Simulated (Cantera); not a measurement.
Feed: 1 mol CsOH, a varied amount of H2, equilibrated at 1750 K and 0.195 Torr.

Cantera equilibrium calculation (NASA polynomials, part measured and part estimated; ideal gas, pure solids and liquids). Candidate condensed phases: Cs, CsOH, H2O; 15 gas species. Equilibrium is a limit: real reactors are often held back by kinetics, nucleation or transport.

x: gas mole fraction; nothing condenses.

```
n(H2) (mol)   x Cs  x H2O     x H2  x CsOH      x O2  x H
-----------  -----  -----  -------  ------  --------  ---
0.21         0.371  0.315  0.00410   0.279    0.0253    …
0.25         0.374  0.338  0.00553   0.260    0.0160    …
0.3          0.384  0.365  0.00870   0.230   0.00753    …
0.36         0.399  0.391   0.0165   0.186   0.00240    …
0.43         0.412  0.408   0.0331   0.141  0.000652    …
0.51         0.415  0.413   0.0588   0.108  0.000211    …
0.61         0.409  0.408   0.0943  0.0831   8.01e-5    …
0.73         0.397  0.396    0.137  0.0650   3.59e-5    …
0.87         0.380  0.379    0.183  0.0515   1.84e-5    …
1            0.364  0.363    0.222  0.0430   1.15e-5    …
1.3          0.331  0.330    0.300  0.0305   5.17e-6    …
```

**Question.** Some entries are withheld; supply them.

**Answer.** 
- 0.21, x H: 0.000924
- 0.25, x H: 0.00107
- 0.3, x H: 0.00135
- 0.36, x H: 0.00185
- 0.43, x H: 0.00262
- 0.51, x H: 0.00350
- 0.61, x H: 0.00443
- 0.73, x H: 0.00533
- 0.87, x H: 0.00617
- 1, x H: 0.00680
- 1.3, x H: 0.00791
